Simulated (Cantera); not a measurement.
Input (Python, Cantera):

```python
import numpy as np
import cantera as ct

gas = ct.Solution("gri30.yaml")
gas.TPX = 548, 440000, {'CH4': 1, 'O2': 1.43, 'N2': 5.37}
flame = ct.FreeFlame(gas, width=0.014)
flame.set_refine_criteria(ratio=3, slope=0.08, curve=0.16)
flame.transport_model = "mixture-averaged"
flame.solve(loglevel=0, auto=True)
z, T = flame.grid, flame.T
thick = (T[-1] - T[0]) / np.gradient(T, z).max()
show = ['CH4', 'O2', 'CH2', 'HCN', 'HO2', 'C2H6']
print(f"laminar burning velocity  {flame.velocity[0] * 100:.3f} cm/s")
print(f"burnt temperature         {T[-1]:.1f} K")
print(f"thermal thickness         {thick * 1e3:.4f} mm")
print(f"grid points               {len(z)}")
z0 = z[flame.heat_release_rate.argmax()]
print(f"{'z/mm':>9s}{'T/K':>9s}{'u/(m/s)':>9s}" + "".join(f"{s:>11s}" for s in show))
rows = []
for k in (-3, -2, -1.5, -1, -0.5, -0.25, 0, 0.25, 0.5, 1, 2, 4, 8):
    zz = z0 + k * thick
    rows.append([k * thick, np.interp(zz, z, T), np.interp(zz, z, flame.velocity),
                 *(np.interp(zz, z, flame.X[gas.species_index(s)]) for s in show)])
    print(f"{rows[-1][0] * 1e3:9.3f}{rows[-1][1]:9.1f}{rows[-1][2]:9.3f}" + "".join(f"{x:11.3e}" for x in rows[-1][3:]))
```

Result:

```
laminar burning velocity  29.349 cm/s
burnt temperature         2159.8 K
thermal thickness         0.2273 mm
grid points               136
     z/mm      T/K  u/(m/s)        CH4         O2        CH2        HCN        HO2       C2H6
   -0.682    548.9    0.295  1.276e-01  1.826e-01  2.379e-20  1.289e-09  6.926e-08  1.173e-07
   -0.455    558.7    0.302  1.261e-01  1.810e-01  6.165e-17  2.525e-08  9.306e-07  2.735e-06
   -0.341    585.9    0.319  1.232e-01  1.782e-01  2.648e-15  1.201e-07  3.746e-06  1.431e-05
   -0.227    715.4    0.394  1.123e-01  1.667e-01  1.023e-12  8.658e-07  2.247e-05  1.225e-04
   -0.114   1174.3    0.660  7.559e-02  1.204e-01  9.074e-09  5.539e-06  8.811e-05  9.100e-04
   -0.057   1557.4    0.887  4.335e-02  7.567e-02  8.920e-07  1.154e-05  9.534e-05  1.263e-03
    0.000   1906.1    1.096  1.463e-02  3.037e-02  1.961e-05  2.202e-05  3.341e-05  2.918e-04
    0.057   2073.2    1.195  4.048e-03  8.518e-03  2.915e-05  3.564e-05  6.291e-06  2.102e-05
    0.114   2127.3    1.226  1.696e-03  2.419e-03  1.506e-05  4.261e-05  1.324e-06  2.975e-06
    0.227   2153.9    1.240  7.420e-04  3.051e-04  3.916e-06  4.328e-05  1.160e-07  3.145e-07
    0.455   2161.1    1.244  3.667e-04  1.489e-05  9.524e-07  3.787e-05  5.414e-09  3.962e-08
    0.909   2161.3    1.245  1.539e-04  1.611e-06  2.983e-07  2.825e-05  1.351e-09  5.458e-09
    1.819   2160.4    1.245  2.968e-05  1.412e-06  5.464e-08  1.489e-05  1.268e-09  2.020e-10
```

Computed with Cantera and GRI-Mech 3.0 (53 species, 325 reactions). Burning velocities carry a grid error of a few per cent, more on coarse grids.
